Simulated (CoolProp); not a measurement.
Saturation properties of fluorine (Tc = -128.7 °C, pc = 5.240 MPa, ω = 0.045).

Computed with CoolProp (reference Helmholtz-energy equation of state, de Reuck 1990).

| T (°C) | p (MPa) | liquid density (kg/m³) | vapour Z |
|---|---|---|---|
| -166.25 | 0.7194 | 1333 | 0.8717 |
| -162.65 | 0.9190 | 1301 | 0.8490 |
| -159.15 | 1.149 | 1268 | 0.8246 |
| -155.65 | 1.417 | 1234 | 0.7975 |
| -152.15 | 1.727 | 1197 | 0.7674 |
| -148.55 | 2.095 | 1155 | 0.7327 |
| -145.05 | 2.503 | 1111 | 0.6948 |
| -141.55 | 2.966 | 1061 | 0.6515 |
| -138.05 | 3.490 | 1002 | 0.6010 |
| -134.45 | 4.097 | 925.0 | 0.5369 |
| -130.95 | 4.765 | 813.9 | 0.4472 |

It boils at -188.1 °C under 1 atm.
